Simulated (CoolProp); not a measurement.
Vapour-liquid equilibrium of R125 (1) + R134a (2) at 1.58 bar; x and y are mole fractions of (1).

Model: multi-fluid Helmholtz-energy mixture model, Lemmon 2005 and Tillner-Roth 1994; pair parameters Lemmon 2004, in CoolProp.

```
x      bubble temperature (°C)  y at the bubble point  dew temperature at overall composition x (°C)  liquid density (mol/L)
-----  -----------------------  ---------------------  ---------------------------------------------  ----------------------
0.05                     -17.7                  0.116                                          -16.7                   13.16
0.125                    -20.2                  0.263                                          -17.9                   13.11
0.2                        ___                  0.386                                          -19.1                   13.06
0.275                    -24.6                  0.490                                          -20.4                   13.00
0.35                     -26.5                    ___                                          -21.8                   12.94
0.425                    -28.3                  0.653                                          -23.3                     ___
0.5                      -29.9                  0.718                                          -24.8                     ___
0.575                    -31.5                    ___                                          -26.5                   12.74
0.65                       ___                  0.825                                          -28.2                   12.67
0.725                    -34.2                  0.870                                          -30.1                   12.60
0.8                      -35.5                  0.910                                          -32.2                   12.52
0.875                    -36.7                  0.947                                          -34.4                     ___
0.95                     -37.9                  0.980                                          -36.8                   12.37
```

### Question
Complete the blanks.

### Answer

- 0.2, bubble temperature (°C): -22.5
- 0.35, y at the bubble point: 0.577
- 0.425, liquid density (mol/L): 12.88
- 0.5, liquid density (mol/L): 12.81
- 0.575, y at the bubble point: 0.775
- 0.65, bubble temperature (°C): -32.9
- 0.875, liquid density (mol/L): 12.45

No azeotrope shows between x = 0.05 and 0.95.

Pair parameters are fitted to limited data, so mixtures are less certain than the pure fluids.
